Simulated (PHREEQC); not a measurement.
Solution (20 °C): 0.26 mol/kgw CaCl2, 0.00012 mol/kgw Na2SO4 and 3.9e-05 mol/kgw KCl. Closed to the air; pH follows from the charge balance.

Equilibrium calculation in PHREEQC: ion-association model, phreeqc.dat.

Question: The ionic strength comes out as 0.780 mol/kgw. What activity coefficients do Na+, SO4-2, Ca+2, K+, Cl- get?

Answer: Na+ 0.72, SO4-2 0.17, Ca+2 0.25, K+ 0.62, Cl- 0.62.

Precipitation was switched off in this run. The ionic strength is past about 0.7 mol/kgw, beyond the range of this activity model, so the values are rough.
